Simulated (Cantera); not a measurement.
# Moist CO burnout

An isothermal, constant-pressure homogeneous reactor starts with 2.20 % CO, 2.00 % O2, 0.0630 % H2O, 95.5 % N2, 0.286 % CH4, at 1125 K and 8.78 atm.

Detailed kinetics in Cantera: GRI-Mech 3.0 (53 species, 325 reactions). The temperature is held fixed by assumption; the heat of reaction is taken as removed at once.

| t (s) | x CO | x O2 | x H2O | x CO2 | x H | x NO | x N2O |
|---|---|---|---|---|---|---|---|
| 1.00e-5 | 0.0220 | 0.0200 | 0.000630 | 7.20e-10 | 2.34e-11 | <1e-12 | <1e-12 |
| 2.96e-5 | 0.0220 | 0.0200 | 0.000630 | 2.56e-9 | 3.26e-11 | <1e-12 | <1e-12 |
| 8.77e-5 | 0.0220 | 0.0200 | 0.000630 | 8.94e-9 | 4.20e-11 | <1e-12 | <1e-12 |
| 0.000260 | 0.0220 | 0.0200 | 0.000630 | 3.42e-8 | 6.63e-11 | <1e-12 | 1.12e-12 |
| 0.000770 | 0.0220 | 0.0200 | 0.000630 | 1.52e-7 | 1.35e-10 | <1e-12 | 3.96e-12 |
| 0.00228 | 0.0220 | 0.0200 | 0.000630 | 8.84e-7 | 3.77e-10 | <1e-12 | 1.74e-11 |
| 0.00675 | 0.0219 | 0.0200 | 0.000633 | 5.31e-6 | 6.93e-10 | <1e-12 | 8.67e-11 |
| 0.0200 | 0.0219 | 0.0200 | 0.000642 | 2.43e-5 | 1.07e-9 | <1e-12 | 3.58e-10 |
| 0.0592 | 0.0216 | 0.0194 | 0.00103 | 0.000544 | 3.76e-7 | 3.07e-12 | 6.30e-9 |
| 0.175 | 0.00707 | 0.00692 | 0.00637 | 0.0179 | 8.76e-8 | 4.10e-9 | 8.90e-7 |
| 0.520 | 0.00128 | 0.00402 | 0.00641 | 0.0238 | 1.95e-8 | 1.02e-8 | 1.54e-6 |
| 1.54 | 0.000110 | 0.00343 | 0.00643 | 0.0250 | 1.23e-9 | 7.04e-9 | 1.30e-6 |
| 4.56 | 3.27e-6 | 0.00338 | 0.00643 | 0.0251 | 3.95e-11 | 1.50e-8 | 4.33e-7 |
| 13.5 | 4.00e-10 | 0.00338 | 0.00643 | 0.0251 | <1e-12 | 3.82e-8 | 1.93e-8 |
| 40.0 | 3.87e-10 | 0.00338 | 0.00643 | 0.0251 | <1e-12 | 3.83e-8 | 3.65e-9 |
x: mole fraction; the columns are a selection and need not sum to one.

Equilibrium at this temperature and pressure: CO 3.87e-10, O2 0.00337, H2O 0.00643, CO2 0.0251, H <1e-12, NO 1.50e-5, N2O 3.64e-9 (gas phase only).
